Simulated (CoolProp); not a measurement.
The numbers come from the reference Helmholtz-energy equation of state, Wu 2012 in CoolProp.

Give the vapour pressure (MPa), vapour density (kg/m³), liquid cp (kJ/(kg K)), surface tension (mN/m) of saturated fluoroethane (R161) at 322.3, 345.2 K.


| T (K) | p (MPa) | vapour density (kg/m³) | liquid cp (kJ/(kg K)) | surface tension (mN/m) |
|---|---|---|---|---|
| 322.3 | 1.70 | 40.8 | 2.53 | 6.12 |
| 345.2 | 2.80 | 74.1 | 2.98 | 3.26 |

Surface tension comes from a separate correlation (Mulero 2012).
